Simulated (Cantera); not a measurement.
Input: 1 mol Pb, 0.09 mol H₂, 0.34 mol N₂, at 0.00133 bar.

Method: chemical equilibrium by Gibbs-energy minimisation in Cantera with the NASA 1993 tables (ideal gas, pure condensed phases). Candidate condensed phases: Pb; 11 gas species. Rates play no part.

**Question.** At 627 °C, list the 3 most abundant gas species with their mole fractions, and the condensed phases.

**Answer.** N₂ 0.790, H₂ 0.209, Pb 0.00103. Condensed: Pb(l).
